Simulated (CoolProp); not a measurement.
A Linde-Hampson liquefier for methane: isothermal reversible compression at 290 K from 1 atm to 20 MPa, throttling to 1 atm, return gas leaving the recuperator 2 K below the feed. Each further row changes one setting.

Model: reference Helmholtz-energy equation of state, Setzmann 1991, in CoolProp.

```
case                        liquid yield per pass  compression work (kJ/kg of gas)
--------------------------  ---------------------  -------------------------------
as stated                                   0.212                              747
high pressure 40 MPa                        0.264                              840
warm-end temperature 320 K                  0.157                              842
warm-end gap 7 K                            0.202                              747
```
